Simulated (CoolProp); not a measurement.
A simple Rankine cycle with water: condensing at 331.15 K, boiler at 4.04 MPa, turbine inlet 674.1 K, turbine efficiency 0.65, pump efficiency 0.7, no recuperator. Each further row changes one setting.

Model: reference Helmholtz-energy equation of state, Wagner 2002, in CoolProp.

```
case                             thermal efficiency (%)  net work (kJ/kg)  heat in (kJ/kg)  turbine exit temperature (K)  volume ratio over the turbine
-------------------------------  ----------------------  ----------------  ---------------  ----------------------------  -----------------------------
as stated                                          21.7               643             2970                         331.1                            113
turbine inlet 694.1 K                              21.9               659             3010                         331.1                            111
condensing temperature 323.15 K                    22.5               674             3000                         323.2                            161
boiler pressure 2.83 MPa                           20.7               618             2990                         335.9                           80.3
turbine efficiency 0.55                            18.3               543             2970                         362.9                            126
```

The expansion ends wet for: as stated; turbine inlet 694.1 K; condensing temperature 323.15 K.
